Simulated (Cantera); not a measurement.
Input: 1 mol Cu2O, 0.94 mol H2, 0.1 mol H2O, equilibrated at 10.0 Torr.

Method: chemical equilibrium by Gibbs-energy minimisation in Cantera with the NASA 1993 tables (ideal gas, pure condensed phases). Candidate condensed phases: Cu, CuO, Cu(OH)2, Cu2O, H2O; 12 gas species. Mutual solubility and eutectic melting of coexisting phases are not modelled. Kinetics and transport are ignored.

x: gas mole fraction; n: condensed amount in mol.

```
T (K)  x H2O      x O2    x Cu      x OH      x H2       x O       x H  n Cu(s)  n Cu2O(s)  n Cu(l)
-----  -----  --------  ------  --------  --------  --------  --------  -------  ---------  -------
823    1.000  1.30e-12  <1e-12  2.53e-11   1.11e-6    <1e-12    <1e-12     1.88     0.0600        0
898    1.000  7.98e-11     [?]  5.14e-10   2.88e-6    <1e-12  1.61e-12     1.88     0.0600        0
973    1.000   2.57e-9     [?]   6.54e-9   6.53e-6    <1e-12  2.39e-11     1.88     0.0600        0
1048   1.000   4.98e-8     [?]   5.78e-8   1.33e-5  1.22e-12  2.44e-10     1.88     0.0600        0
1123   1.000   6.46e-7     [?]   3.81e-7   2.48e-5  3.06e-11   1.84e-9     1.88     0.0600        0
1198   1.000   6.03e-6     [?]   1.98e-6   4.30e-5  5.11e-10   1.08e-8     1.88     0.0600        0
1273   1.000   4.30e-5     [?]   8.49e-6   7.02e-5   6.11e-9   5.18e-8     1.88     0.0600        0
1348   1.000  0.000245     [?]   3.09e-5  0.000109   5.54e-8   2.09e-7     1.88     0.0596        0
1423   0.998   0.00143     [?]  0.000103  0.000146   4.41e-7   6.95e-7        0     0.0571     1.89
1498   0.992   0.00718     [?]  0.000306  0.000187   2.90e-6   2.03e-6        0     0.0450     1.91
```

### Question
Fill in the missing entries.

### Answer

- 898, x Cu: 1.22e-11
- 973, x Cu: 3.84e-10
- 1048, x Cu: 7.34e-9
- 1123, x Cu: 9.40e-8
- 1198, x Cu: 8.71e-7
- 1273, x Cu: 6.18e-6
- 1348, x Cu: 3.51e-5
- 1423, x Cu: 0.000157
- 1498, x Cu: 0.000596
